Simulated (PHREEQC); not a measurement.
Leach liquor: speciation

Solution (55 °C): 0.057 mol HCl, 0.00048 mol FeSO4 and 0.089 mol MgSO4 per kg of water. It is in equilibrium with CO2 at log p = -1 (atm). Otherwise closed; pH follows from the charge balance.

All values are PHREEQC results (Pitzer model, pitzer.dat), not measurements.

Each row changes one thing in this solution. No solid was allowed to form.

```
case                                pH  ionic strength (mol/kgw)  SO4-2 (mol/kgw)  HSO4- (mol/kgw)  HCO3- (mol/kgw)  SI of Epsomite (MgSO4:7H2O)  SI of Hexahydrite (MgSO4:6H2O)
--------------------------------  ----  ------------------------  ---------------  ---------------  ---------------  ---------------------------  ------------------------------
as made                           1.80                     0.346           0.0550           0.0345          1.00e-7                        -2.23                           -2.25
temperature from 55 to 40 °C      1.72                     0.354                …           0.0302          1.07e-7                        -2.07                           -2.21
diluted 10-fold with water        2.53                    0.0372          0.00683          0.00212          3.91e-7                        -3.33                           -3.35
temperature from 55 to 70 °C      1.89                     0.338           0.0510           0.0384          9.39e-8                            …                           -2.30
HCl from 0.057 to 0.0114 mol/kgw  2.65                         …           0.0815          0.00802          7.03e-7                        -2.07                           -2.09
```

Task: Complete the blanks.

Result: 
- temperature from 55 to 40 °C, SO4-2 (mol/kgw): 0.0593
- temperature from 55 to 70 °C, SI of Epsomite (MgSO4:7H2O): -2.39
- HCl from 0.057 to 0.0114 mol/kgw, ionic strength (mol/kgw): 0.353

Species that the database lacks are ignored. Away from 25 °C the constants follow the database's enthalpies or fits; those with neither stay at their 25 °C values.
